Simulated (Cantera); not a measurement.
Input: 1 mol B2H6, 0.46 mol O2, equilibrated at 577 °C and 7100 Pa.

These are equilibrium values from Cantera (NASA tables, ideal gas, pure condensed phases), not measurements of a reactor. Candidate condensed phases: B, B2O3, B3O3H3, H2O; 23 gas species. The feed counts by its element totals alone. Equilibrium is a limit: real reactors are often held back by kinetics, nucleation or transport.

Base state: H2 0.999, B3O3H3 0.00128 (mole fractions); condensed: B(s) + B2O3(l).

Problem. What changes in the equilibrium state with this change: pressure from 7100 Pa to 190 Pa?

Solution. 
```json
[
 {"species": "H2", "before": "0.999", "after": "1.000"},
 {"species": "B3O3H3", "before": "0.00128", "after": "0.000209"},
 {"species": "B(s), mol", "before": "1.38", "after": "1.39"},
 {"species": "B2O3(l), mol", "before": "0.303", "after": "0.306"}
]
```

Problem. What changes in the equilibrium state with this change: B2H6 replaced by B2O3?

Solution. 
| species | before | after |
|---|---|---|
| O2 | <1e-9 | 1.00 |
| H2 | 0.999 | 0 |
| B3O3H3 | 0.00128 | 0 |
| B(s), mol | 1.38 | 0 |
| B2O3(l), mol | 0.303 | 1.00 |
